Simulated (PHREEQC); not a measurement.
HF is added in steps, without added water, to 1 kg of water holding 0.0097 mol CdSO4, 0.0066 mol Na2SO4 and 0.00046 mol MnSO4, at 40 °C. No oxygen is let in. No CO2 enters from the air. The run lets Pyrochroite, Cd(OH)2, Mirabilite, CdF2 precipitate or redissolve, and no other solid.

Base run: PHREEQC, ion-association model, wateq4f.dat. Each further column changes one thing. The table gives HSO4- (mol/kgw).

```json
[
 {"HF added (mol)": "0", "base": "5.50e-7", "Debye-Hückel limiting law": "4.86e-7", "all activity coefficients set to 1": "6.28e-7", "Davies equation for every ion": "5.40e-7"},
 {"HF added (mol)": "0.002833", "base": "0.000582", "Debye-Hückel limiting law": "0.000521", "all activity coefficients set to 1": "0.000667", "Davies equation for every ion": "0.000568"},
 {"HF added (mol)": "0.005667", "base": "0.000891", "Debye-Hückel limiting law": "0.000800", "all activity coefficients set to 1": "0.00101", "Davies equation for every ion": "0.000869"},
 {"HF added (mol)": "0.0085", "base": "0.00113", "Debye-Hückel limiting law": "0.00101", "all activity coefficients set to 1": "0.00126", "Davies equation for every ion": "0.00110"},
 {"HF added (mol)": "0.01133", "base": "0.00132", "Debye-Hückel limiting law": "0.00119", "all activity coefficients set to 1": "0.00148", "Davies equation for every ion": "0.00129"},
 {"HF added (mol)": "0.01417", "base": "0.00149", "Debye-Hückel limiting law": "0.00134", "all activity coefficients set to 1": "0.00166", "Davies equation for every ion": "0.00145"},
 {"HF added (mol)": "0.017", "base": "0.00164", "Debye-Hückel limiting law": "0.00148", "all activity coefficients set to 1": "0.00182", "Davies equation for every ion": "0.00160"}
]
```

At this temperature some constants are extrapolated from 25 °C, and those without enthalpy data are left unchanged.
